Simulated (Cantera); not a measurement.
Predominance diagram of Ca at 1900 K against the partial pressures of O2 and F2 (log10, bar). Standard-state values (1 bar) from the NASA 1993 polynomials, evaluated with Cantera. Candidates: Ca(l), CaF2(l), CaO(s). Only these pure phases compete in this equilibrium. Not in the tables: oxide halides.

### Question
Which phase is stable at these pairs, and which metal-bearing vapour leads over it? (-11, -15.3); (-18.5, -7.6); (-5, -7.6); (-21.5, -15.3); (-9.5, -9.5); (-8, -19.1); (-2, -11.5)

### Answer
```tsv
log p(O2)	log p(F2)	phase	chief vapour	log p (bar)
-11	-15.3	CaF2(l)	CaF2	-2.9
-18.5	-7.6	CaF2(l)	CaF2	-2.9
-5	-7.6	CaF2(l)	CaF2	-2.9
-21.5	-15.3	CaF2(l)	CaF2	-2.9
-9.5	-9.5	CaF2(l)	CaF2	-2.9
-8	-19.1	CaO(s)	CaF2	-4.6
-2	-11.5	CaF2(l)	CaF2	-2.9
```
